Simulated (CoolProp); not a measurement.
Vapour-liquid equilibrium of R143a (1) + n-butane (2) at 237.9 K; x and y are mole fractions of (1).

Values from CoolProp's multi-fluid Helmholtz-energy mixture model, Lemmon and Jacobsen 2000 and Bücker 2006; pair parameters Bell 2016.

### Question
Give the bubble pressure and the first vapour's composition at x = 0.2, 0.35, 0.8. Is there an azeotrope?

### Answer
x = 0.2: 0.1189 MPa, y = 0.835; x = 0.35: 0.1379 MPa, y = 0.865; x = 0.8: 0.1599 MPa, y = 0.916. No azeotrope shows between x = 0.05 and 0.95.

The pair parameters rest on a limited set of measurements; away from them the model extrapolates. With so large a gap from Raoult's law the liquid may split in two, which this calculation doesn't test in full.
